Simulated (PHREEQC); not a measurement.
## Nickel, zinc or cadmium bath

Solution (20 °C): 0.058 mol/kgw CdSO4, 0.0003 mol/kgw NaCl and 0.0033 mol/kgw HCl. Closed to the air; pH follows from the charge balance.

The numbers come from PHREEQC with the ion-association model, phreeqc.dat.

The pH comes out as 2.81, the ionic strength is 0.117 mol/kgw and the density is 1.009 g/cm³. The total alkalinity comes out as -3.30 meq/kg.

```tsv
species	molality	activity	log γ
Cd+2	0.0282	0.0101	-0.445
SO4-2	0.0227	0.00808	-0.448
CdSO4	0.0223	0.0229	0.012
Cd(SO4)2-2	0.00582	0.00209	-0.445
H+	0.00189	0.00155	-0.086
Cl-	0.00186	0.00141	-0.121
CdCl+	0.00173	0.00134	-0.111
HSO4-	0.00141	0.00109	-0.111
Na+	0.000289	0.000225	-0.109
```

No solid was allowed to form. Species that the database lacks are ignored.
